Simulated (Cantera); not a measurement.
A diamond (100) surface in a fixed gas of H2 with x(CH4) = 0.004, x(H) = 0.0027, x(CH3) = 1.9e-05, 2400 Pa; coverages are run to steady state.

Model: the Harris–Goodwin 1993 mechanism for the reconstructed diamond (100) surface, integrated in Cantera.

θ: site fractions in the mechanism's names (c6HH fully hydrogenated, c6H* and c6*H radical sites, c6** diradical, c6HM methylated).

```
T (K)  growth (µm/h)  θ c6HH  θ c6H*  θ c6*H   θ c6**    θ c6HM
-----  -------------  ------  ------  ------  -------  --------
925                …   0.664  0.0121   0.312  0.00536   0.00515
975            0.197   0.617  0.0161   0.353  0.00794   0.00391
1025           0.211   0.574  0.0205   0.391   0.0112   0.00269
1075               …   0.533  0.0252   0.424   0.0152   0.00152
1125               …   0.496  0.0303   0.453   0.0198  0.000676
1175               …   0.463  0.0354   0.477   0.0249  0.000257
1225          0.0637   0.433  0.0407   0.496   0.0303   9.32e-5
1275          0.0598   0.407  0.0459   0.511   0.0360   3.37e-5
1325          0.0592   0.385  0.0510   0.523   0.0416   1.23e-5
1375               …   0.366  0.0559   0.531   0.0470   4.48e-6
```

Problem. Complete the blanks.

Solution. 
- 925, growth (µm/h): 0.161
- 1075, growth (µm/h): 0.181
- 1125, growth (µm/h): 0.125
- 1175, growth (µm/h): 0.0825
- 1375, growth (µm/h): 0.0516
